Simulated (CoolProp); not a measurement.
Vapour-liquid equilibrium of ethane (1) + hydrogen chloride (2) at -41.65 °C; x and y are mole fractions of (1).

Model: multi-fluid Helmholtz-energy mixture model, Bücker 2006 and Thol 2018; pair parameters Bell 2016, in CoolProp.

```csv
x,"bubble pressure, mixture model (kPa)","bubble pressure, Raoult's law (kPa)","y, mixture model","y, Raoult's law"
0.05,804.8,722.4,0.134,0.051
0.125,887.3,723.5,0.253,0.127
0.2,___,724.6,0.327,0.203
0.275,___,725.7,0.379,0.279
0.35,984.1,726.7,0.420,0.355
0.425,993.0,727.8,0.457,0.430
0.5,995.0,728.9,___,0.505
0.575,990.1,730.0,0.530,0.580
0.65,977.5,731.1,0.572,0.655
0.725,955.0,732.2,0.623,0.729
0.8,920.1,733.3,0.687,0.803
0.875,869.2,734.4,0.772,0.877
0.95,797.8,735.5,0.890,0.951
```

Problem. Fill in the missing entries.

Solution. 
- 0.2, bubble pressure, mixture model (kPa): 937.0
- 0.275, bubble pressure, mixture model (kPa): 966.8
- 0.5, y, mixture model: 0.492

The largest gap from Raoult's law is +36.5 % in bubble pressure, at x = 0.5. y crosses x between x = 0.425 and 0.5: the model has an azeotrope there.

Pair parameters are fitted to limited data, so mixtures are less certain than the pure fluids.
